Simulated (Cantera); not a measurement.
An isothermal, constant-pressure homogeneous reactor starts with CH4 : H2 = 1 : 15 (molar parts), at 1998 K and 0.00128 atm.

Model: GRI-Mech 3.0 (53 species, 325 reactions), integrated in Cantera. GRI-Mech 3.0 stops at C3 and has no aromatics, soot or wall deposition, so with more carbon than oxygen in the feed, carbon stays in small species such as C2H2 where larger ones or solid carbon would form. Radical loss at walls, strong at low pressure, is not modelled.

Question: Predict: x(CH4) at 10.0 s; x(H2) at 10.0 s; x(C2H4) at 10.0 s; x(C2H) at 10.0 s; x(CH3) at 10.0 s; x(H) at 10.0 s.

Answer: 
```json
{
  "x(CH4) at 10.0 s": "3.21e-5 (gas-phase equilibrium 3.04e-6)",
  "x(H2) at 10.0 s": "0.947 (gas-phase equilibrium 0.928)",
  "x(C2H4) at 10.0 s": "4.52e-7 (gas-phase equilibrium 2.35e-7)",
  "x(C2H) at 10.0 s": "1.37e-5 (gas-phase equilibrium 2.48e-5)",
  "x(CH3) at 10.0 s": "1.61e-5 (gas-phase equilibrium 2.78e-6)",
  "x(H) at 10.0 s": "0.0241 (gas-phase equilibrium 0.0432)"
}
```
